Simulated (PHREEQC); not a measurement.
Synthetic water in mg/kgw, 75 °C, pH 3.08, pe 9.8:

| constituent | mg/kgw |
|---|---|
| Na | 178 |
| K | 43.8 |
| Ca | 185 |
| Mg | 175 |
| Cl | 130 |
| S(6) as SO4 | 1550 |
| Cu(2) | 33.4 |
| Al | 0.0989 |
| Fe(3) | 53.4 |
| F | 0.323 |

Valence states are taken as typed.

The numbers come from PHREEQC with the ion-association model, phreeqc.dat.

- ionic strength = 0.0387 mol/kgw
- total alkalinity = -3.22 meq/kg
- charge-balance error = 3.8 %

```
species  molality  activity   log γ
-------  --------  --------  ------
SO4-2     0.00851   0.00394  -0.335
Na+       0.00755   0.00622  -0.084
MgSO4     0.00410   0.00414   0.004
Cl-       0.00365   0.00298  -0.089
Ca+2      0.00317   0.00149  -0.327
Mg+2      0.00310   0.00149  -0.318
CaSO4     0.00143   0.00144   0.004
HSO4-     0.00138   0.00113  -0.086
K+        0.00106  0.000862  -0.090
```

This is a speciation only: nothing precipitates in the calculation. Examples of supersaturated solids here: Jarosite-K, Hematite (slow to form). Others may be too. Away from 25 °C the constants follow the database's enthalpies or fits; those with neither stay at their 25 °C values. Fluoro complexes past AlF4- and FeF3 are missing from the database.
